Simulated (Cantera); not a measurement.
# Transport properties of process gases

Gas mixture: 46.1 % C3H8, 42.1 % CH4, 11.8 % H2O, at 0.000330 bar, frozen composition.

Cantera's kinetic-theory transport with the Lennard-Jones parameters of GRI-Mech 3.0, ideal gas; thermal conductivity in the mixture-averaged form. Polar gases are described roughly by these parameters. The composition is frozen, though it would react at the higher temperatures.

```json
[
 {"T (K)": "400", "ρ (kg/m³)": "0.000290", "cp (J/kg/K)": "2208", "μ (µPa s)": "12.3", "λ (mW/m/K)": "38.8", "Pr": "0.702", "D (cm²/s) CO2": "600", "D (cm²/s) H": "4500", "D (cm²/s) CH4": "726"},
 {"T (K)": "600", "ρ (kg/m³)": "0.000193", "cp (J/kg/K)": "2937", "μ (µPa s)": "17.4", "λ (mW/m/K)": "70.7", "Pr": "0.723", "D (cm²/s) CO2": "1270", "D (cm²/s) H": "9290", "D (cm²/s) CH4": "1510"},
 {"T (K)": "800", "ρ (kg/m³)": "0.000145", "cp (J/kg/K)": "3523", "μ (µPa s)": "21.8", "λ (mW/m/K)": "105", "Pr": "0.731", "D (cm²/s) CO2": "2110", "D (cm²/s) H": "15300", "D (cm²/s) CH4": "2500"},
 {"T (K)": "1000", "ρ (kg/m³)": "0.000116", "cp (J/kg/K)": "3983", "μ (µPa s)": "25.8", "λ (mW/m/K)": "140", "Pr": "0.734", "D (cm²/s) CO2": "3120", "D (cm²/s) H": "22400", "D (cm²/s) CH4": "3680"},
 {"T (K)": "1200", "ρ (kg/m³)": "9.66e-5", "cp (J/kg/K)": "4320", "μ (µPa s)": "29.4", "λ (mW/m/K)": "174", "Pr": "0.730", "D (cm²/s) CO2": "4270", "D (cm²/s) H": "30600", "D (cm²/s) CH4": "5020"},
 {"T (K)": "1400", "ρ (kg/m³)": "8.28e-5", "cp (J/kg/K)": "4599", "μ (µPa s)": "32.7", "λ (mW/m/K)": "207", "Pr": "0.727", "D (cm²/s) CO2": "5550", "D (cm²/s) H": "39600", "D (cm²/s) CH4": "6510"}
]
```
D: mixture-averaged diffusion coefficient of that species in the mixture.
